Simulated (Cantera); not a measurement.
Thermodynamics of sublimation and decomposition of ceramics, feed AlN + C + N2

Input: 1 mol AlN, 0.042 mol C, 0.3 mol N2, equilibrated at 13.3 mbar.

Method: chemical equilibrium by Gibbs-energy minimisation in Cantera with the NASA 1993 tables (ideal gas, pure condensed phases). Candidate condensed phases: Al, AlN, C; 16 gas species. Kinetics and transport are ignored.

```tsv
T (K)	x N2	x Al	x Al2	x CN	x C2N2	x C3	n AlN(s)	n C(graphite)
2050	0.966	0.0342	3.69e-6	9.08e-6	2.78e-6	6.91e-9	0.989	0.0420
2100	0.915	0.0847	1.78e-5	1.62e-5	4.07e-6	2.16e-8	0.971	0.0420
2150	0.789	0.211	8.74e-5	2.68e-5	5.32e-6	6.42e-8	0.907	0.0420
2200	0.445	0.555	0.000485	3.49e-5	4.46e-6	1.81e-7	0	0.0419
2250	0.445	0.555	0.000393	5.90e-5	6.52e-6	4.87e-7	0	0.0419
2300	0.445	0.555	0.000322	9.76e-5	9.36e-6	1.25e-6	0	0.0418
2350	0.444	0.555	0.000265	0.000158	1.32e-5	3.10e-6	0	0.0416
2400	0.444	0.555	0.000220	0.000250	1.85e-5	7.36e-6	0	0.0414
```
x: gas mole fraction; n: condensed amount in mol.

From 2050 K to 2150 K the condensed part is AlN(s) + C(graphite). From 2200 K to 2400 K the condensed part is C(graphite). The main Al-bearing gas is Al throughout.
